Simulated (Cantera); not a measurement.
A perfectly stirred reactor is fed with CH4 : H2 : O2 : N2 : CO2 = 1 : 0.55 : 5.29 : 19.9 : 6.3 (molar parts), at 0.987 atm; it is adiabatic with a 800 K inlet, and is followed from long to short residence time, starting on the burning branch (τ in s: 0.27, 0.09, 0.03, 0.01, 0.0035, 0.0012, 0.0004, 0.00013, 4.5e-05).

Cantera simulation using GRI-Mech 3.0 (53 species, 325 reactions); the numbers are that mechanism's predictions, not measurements.

Predict: blow-out, bracketed by the residence times tried; x(CH4) at τ = 0.270 s; x(H2) at τ = 0.270 s; x(O2) at τ = 0.270 s; x(O) at τ = 0.270 s; x(CH3) at τ = 0.270 s; x(CH4) at τ = 3.50 ms; x(H2) at τ = 3.50 ms; x(O2) at τ = 3.50 ms; x(O) at τ = 3.50 ms; x(CH3) at τ = 3.50 ms.


```json
{
  "blow_out_bracketed_by_the_residence_times_tried": "burning at 1.20 ms, out at 0.400 ms",
  "x(CH4) at τ = 0.270 s": "9.63e-6",
  "x(H2) at τ = 0.270 s": "2.53e-5",
  "x(O2) at τ = 0.270 s": "0.0921",
  "x(O) at τ = 0.270 s": "3.95e-5",
  "x(CH3) at τ = 0.270 s": "1.29e-6",
  "x(CH4) at τ = 3.50 ms": "0.000169",
  "x(H2) at τ = 3.50 ms": "0.000469",
  "x(O2) at τ = 3.50 ms": "0.0940",
  "x(O) at τ = 3.50 ms": "0.000551",
  "x(CH3) at τ = 3.50 ms": "1.47e-5"
}
```
